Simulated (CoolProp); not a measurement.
Computed with CoolProp (reference Helmholtz-energy equation of state, Wu 2012).

Problem. For fluoroethane (R161), give the phase and the cv (kJ/(kg K)), speed of sound (m/s), Joule-Thomson coefficient (K/MPa) at 450 K and 0.108 MPa; 450 K and 2.64 MPa.

Solution. 
- 450 K and 0.108 MPa: gas; cv 1.51, speed of sound 294, Joule-Thomson coefficient 5.98
- 450 K and 2.64 MPa: gas; cv 1.56, speed of sound 271, Joule-Thomson coefficient 6.26
